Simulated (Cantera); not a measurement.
A closed system holds: 1 mol Si3N4, 5.7 mol NF3, 14 mol H2, held at 1625 K and 0.00133 bar.

Method: chemical equilibrium by Gibbs-energy minimisation in Cantera with the NASA 1993 tables (ideal gas, pure condensed phases). Candidate condensed phases: Si, Si3N4; 37 gas species. The tables' values for SiF3, SiF2 are old estimates; treat these amounts as uncertain. The numbers say what is thermodynamically allowed, not how fast it happens.

Base state: H2 0.457, HF 0.223, N2 0.197, SiF4 0.108, SiF3 0.0134, H 0.00131, SiF2 0.000779, SiHF3 0.000248 (mole fractions); condensed: gas only.

Question: What changes in the equilibrium state with this change: temperature from 1625 K to 898 K?

Answer: 
```tsv
species	before	after
H2	0.457	0.469
HF	0.223	0.209
N2	0.197	0.199
SiF4	0.108	0.123
SiF3	0.0134	4.63e-9
SiF2	0.000779	<1e-9
H	0.00131	2.05e-9
SiHF3	0.000248	9.23e-8
```

Question: What changes in the equilibrium state with this change: NF3 from 5.7 to 14 mol?

Answer: 
```csv
species,before,after
HF,0.223,0.667
N2,0.197,0.214
SiF4,0.108,0.0714
H2,0.457,<1e-9
F,4.02e-8,0.0476
SiF3,0.0134,7.52e-9
SiF2,0.000779,<1e-9
H,0.00131,3.30e-9
```
